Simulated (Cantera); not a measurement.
Cantera run:

```python
import numpy as np
import cantera as ct

gas_names = """
    B BH BH2 BH3 BN BO BO2 B2 B2O B2O2 B2O3 B3O3H3 H HBO HBO2 HNO HNO2 HNO3 HO2 H2 H2O H2O2 H3B3O6 N NH
    NH2 NH3 NH2OH NO NO2 NO3 N2 N2H2 N2H4 N2O O OH O2 O3
""".split()
cond_names = """
    B(b) B(L) BN(s) B2O3(L) B3O3H3(cr) H2O(s) H2O(L)
""".split()


# ... load() reads the species with a 1 bar reference pressure and builds the phases ...
atoms = {
    'B': {'B': 1},
    'H2O': {'H': 2, 'O': 1},
    'N2': {'N': 2},
}
top_T = {'BN(s)': 3200}  # K; cautious upper limits of use, not melting points


# ... equilibrate(T, P, feed) seeds the gas with the atoms and calls Mixture.equilibrate('TP', solver="vcs", rtol=1e-11, max_steps=5000) ...
results = []
feed = {'B': 1, 'H2O': 0.21, 'N2': 0.39}  # mol
P = 170  # Pa
for T in [1048, 1248, 1448, 1648, 1848, 2048, 2248, 2448]:
    mix = equilibrate(T, P, feed)
    results.append((T, P, feed, dict(zip(mix.species_names, mix.species_moles))))
    x = sorted(zip(gas.X, gas.species_names), reverse=True)
    print(f"T = {T:g} K  P = {P:g} Pa  gas = {mix.phase_moles(0):.4g} mol")
    print("   x: " + "  ".join(f"{s} {v:.3e}" for v, s in x if v > 1e-05))
    print("   condensed (mol): " + ("  ".join(f"{mix.phase(i).name} {mix.phase_moles(i):.4g}"
          for i in range(1, mix.n_phases) if mix.phase_moles(i) > 1e-12) or "none"))
```

Output:

```
T = 1048 K  P = 170 Pa  gas = 0.21 mol
   x: H2 9.997e-01  B3O3H3 2.615e-04  HBO 7.001e-05
   condensed (mol): B(b) 0.07994  BN(s) 0.78  B2O3(L) 0.06994
T = 1248 K  P = 170 Pa  gas = 0.2104 mol
   x: H2 9.963e-01  HBO 3.168e-03  B3O3H3 2.842e-04  B2O2 1.714e-04  HBO2 3.941e-05  B2O3 2.442e-05  H 1.131e-05
   condensed (mol): B(b) 0.0797  BN(s) 0.78  B2O3(L) 0.06968
T = 1448 K  P = 170 Pa  gas = 0.2207 mol
   x: H2 9.272e-01  HBO 4.656e-02  B2O2 2.016e-02  B2O3 4.230e-03  HBO2 1.034e-03  BO 3.047e-04  B3O3H3 2.555e-04  H 2.153e-04
   condensed (mol): B(b) 0.07361  BN(s) 0.78  B2O3(L) 0.06244
T = 1648 K  P = 170 Pa  gas = 0.3115 mol
   x: H2 5.949e-01  B2O2 2.064e-01  HBO 1.540e-01  B2O3 3.087e-02  BO 9.196e-03  HBO2 2.807e-03  H 1.666e-03  N2 1.164e-04  B2O 4.469e-05  BH2 2.365e-05  B3O3H3 1.971e-05  H2O 1.365e-05
   condensed (mol): B(b) 0.02054  BN(s) 0.7799
T = 1848 K  P = 170 Pa  gas = 0.3253 mol
   x: H2 5.523e-01  B2O2 1.947e-01  HBO 1.756e-01  BO 5.140e-02  H 9.556e-03  B2O3 8.811e-03  N2 5.932e-03  HBO2 1.079e-03  B2O 4.960e-04  BH2 1.003e-04  H2O 1.064e-05
   condensed (mol): B(b) 0.01688  BN(s) 0.7761
T = 2048 K  P = 170 Pa  gas = 0.4118 mol
   x: H2 4.250e-01  BO 1.547e-01  N2 1.394e-01  HBO 1.339e-01  B2O2 1.070e-01  H 3.540e-02  B2O 2.563e-03  B2O3 1.417e-03  HBO2 2.614e-04  BH2 2.603e-04  B 1.710e-04
   condensed (mol): B(b) 0.1242  BN(s) 0.6652
T = 2248 K  P = 170 Pa  gas = 0.8165 mol
   x: N2 4.776e-01  H2 1.977e-01  BO 1.830e-01  H 7.922e-02  HBO 3.908e-02  B2O2 1.514e-02  B2O 4.681e-03  B 3.063e-03  BH2 3.270e-04  BH 5.713e-05  BN 5.366e-05  B2O3 3.537e-05  HBO2 1.440e-05
   condensed (mol): B(b) 0.7834
T = 2448 K  P = 170 Pa  gas = 0.909 mol
   x: N2 4.289e-01  BO 2.034e-01  H 1.769e-01  H2 1.343e-01  B 3.063e-02  HBO 1.536e-02  B2O 6.688e-03  B2O2 2.776e-03  BH2 4.574e-04  BN 3.470e-04  BH 2.756e-04
   condensed (mol): B(L) 0.7551
```

Equilibrium computed with Cantera from the NASA thermochemical tables; the gas is ideal and each condensed phase is pure. N2 is the only nitrogen source here; it is nearly inert below about 1500 K, so the nitride shown seldom forms there in practice. Mutual solubility and eutectic melting of coexisting phases are not modelled. The tables' values for BH2 are old estimates; treat these amounts as uncertain.
